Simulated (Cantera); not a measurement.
Input: 1 mol S, 2.4 mol O2, 6.5 mol N2, equilibrated at 2023 K and 1 atm.

These are equilibrium values from Cantera (NASA tables, ideal gas, pure condensed phases), not measurements of a reactor. Candidate condensed phases: S; 17 gas species. Equilibrium is a limit: real reactors are often held back by kinetics, nucleation or transport.

Base state: N2 0.727, O2 0.154, SO2 0.112, NO 0.00670, O 0.000310, SO3 0.000233, SO 5.18e-5 (mole fractions); condensed: gas only.

### Question
What changes in the equilibrium state with this change: N2 from 6.5 to 0.46 mol?

### Answer
```
species    before     after
-------  --------  --------
O2          0.154     0.486
SO2         0.112     0.348
N2          0.727     0.158
SO3      0.000233   0.00129
O        0.000310  0.000552
SO        5.18e-5   9.06e-5
```
